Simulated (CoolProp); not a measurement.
Saturated liquid density (kg/m³) of CH3F (R41): the reference equation beside estimates from Tc = 317.3 K, pc = 5906 kPa, ω = 0.200. Rackett uses Z = 0.29056 − 0.08775 ω.

Values from CoolProp's reference Helmholtz-energy equation of state, Lemmon 2006. It is a short technical equation, of lower accuracy than the large ones.

```
T (K)  reference  Rackett  van der Waals  Redlich-Kwong  Peng-Robinson
-----  ---------  -------  -------------  -------------  -------------
170.3      930.4    791.4          489.0          724.3          829.4
179.8      911.7    775.9          480.1          709.2          814.9
189.3      892.5    760.0          470.8          693.2          799.3
198.7      873.0    743.8          461.1          676.5          782.7
208.2      852.5    726.8          450.9          658.7          764.7
217.7      831.2    709.2          440.1          639.7          745.2
227.2      808.9    690.7          428.7          619.5          724.0
236.6      785.6    671.6          416.8          598.2          701.2
246.1      760.8    651.2          403.9          575.0          675.9
255.6      734.1    629.4          390.0          550.1          648.0
```

Absolute difference from the reference over all 10 rows, mean and median: Rackett 14.7 and 14.7 %, van der Waals 47.1 and 47.1 %, Redlich-Kwong 23.2 and 22.9 %, Peng-Robinson 10.7 and 10.6 %.
